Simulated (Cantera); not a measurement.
A closed system holds: 1 mol CH₂F₂, 0.6 mol H₂, equilibrated at 1850 K and 2500 Pa.

Method: chemical equilibrium by Gibbs-energy minimisation in Cantera with the NASA 1993 tables (ideal gas, pure condensed phases). Candidate condensed phases: C, C₆H₆, C₇H₈, C₈H₁₈; 95 gas species. The numbers say what is thermodynamically allowed, not how fast it happens.

Base state: HF 0.769, H₂ 0.230, H 0.00163, C₂H₂ (acetylene) 6.01e-5 (mole fractions); condensed: C(graphite).

### Question
What changes in the equilibrium state with this change: temperature from 1850 K to 1200 K?

### Answer
```
species            before    after
----------------  -------  -------
HF                  0.769    0.769
H₂                  0.230    0.231
CH₄               8.64e-7  2.10e-5
H                 0.00163  6.00e-7
C₂H₂ (acetylene)  6.01e-5  2.37e-8
C(graphite), mol    1.000    1.000
```

### Question
What changes in the equilibrium state with this change: H₂ from 0.6 to 0.2 mol?

### Answer
```tsv
species	before	after
HF	0.769	0.909
H₂	0.230	0.0903
H	0.00163	0.00102
C₂H₂ (acetylene)	6.01e-5	2.36e-5
C(graphite), mol	1.000	1.000
```
